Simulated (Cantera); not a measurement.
Charge: 1 mol PbS, 0.43 mol H2, held at 1625 °C and 683 Torr.

Cantera equilibrium calculation (NASA polynomials, part measured and part estimated; ideal gas, pure solids and liquids). Candidate condensed phases: Pb, PbS, S; 10 gas species. Kinetics and transport are ignored.

Base state: PbS 0.556, H2 0.250, Pb 0.115, S2 0.0368, H2S 0.0361, SH 0.00540, H 0.000410, S 0.000317 (mole fractions); condensed: gas only.

What changes in the equilibrium state with this change: H2 from 0.43 to 7 mol?


| species | before | after |
|---|---|---|
| H2 | 0.250 | 0.830 |
| PbS | 0.556 | 0.0753 |
| Pb | 0.115 | 0.0489 |
| S2 | 0.0368 | 0.00374 |
| H2S | 0.0361 | 0.0383 |
| Pb2 | 7.23e-5 | 1.30e-5 |
| S | 0.000317 | 0.000101 |
| H | 0.000410 | 0.000747 |
| SH | 0.00540 | 0.00314 |

What changes in the equilibrium state with this change: temperature from 1625 °C to 1727 °C?


| species | before | after |
|---|---|---|
| PbS | 0.556 | 0.520 |
| H2 | 0.250 | 0.248 |
| Pb | 0.115 | 0.141 |
| S2 | 0.0368 | 0.0504 |
| H2S | 0.0361 | 0.0314 |
| S | 0.000317 | 0.000749 |
| H | 0.000410 | 0.000849 |
